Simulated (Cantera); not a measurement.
## Transport properties of process gases

Gas mixture: 46.6 % CO, 32.1 % C₂H₂, 21.4 % C₂H₆, at 100.0 Torr, frozen composition.

Cantera's kinetic-theory transport with the Lennard-Jones parameters of GRI-Mech 3.0, ideal gas; thermal conductivity in the mixture-averaged form. The composition is frozen, though it would react at the higher temperatures.

```
T (K)  ρ (kg/m³)  cp (J/kg/K)  μ (µPa s)  λ (mW/m/K)     Pr  D (cm²/s) CH₃  D (cm²/s) NH₃  D (cm²/s) N₂
-----  ---------  -----------  ---------  ----------  -----  -------------  -------------  ------------
400        0.112         1572       16.5        33.8  0.768           2.45           2.40          2.26
650       0.0686         1929       23.9        57.5  0.802           5.74           5.96          5.24
900       0.0496         2190       30.1        80.2  0.822           10.0           10.7          9.09
1150      0.0388         2392       35.6         102  0.837           15.1           16.4          13.7
1400      0.0319         2540       40.6         122  0.846           21.0           23.0          19.0
1650      0.0270         2648       45.2         141  0.851           27.7           30.4          25.0
```
D: mixture-averaged diffusion coefficient of that species in the mixture.
